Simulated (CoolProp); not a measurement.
Model: reference Helmholtz-energy equation of state, Pan 2012, in CoolProp.

Task: For R236FA, give the phase and the cp (kJ/(kg K)), isothermal compressibility (1/MPa) at 367.9 K and 6.52 bar; 205.2 K and 47.5 bar; 185.5 K and 0.18 bar.

Result: 
- 367.9 K and 6.52 bar: gas; cp 0.998, isothermal compressibility 1.73
- 205.2 K and 47.5 bar: liquid; cp 1.16, isothermal compressibility 0.000962
- 185.5 K and 0.18 bar: liquid; cp 1.19, isothermal compressibility 0.000811
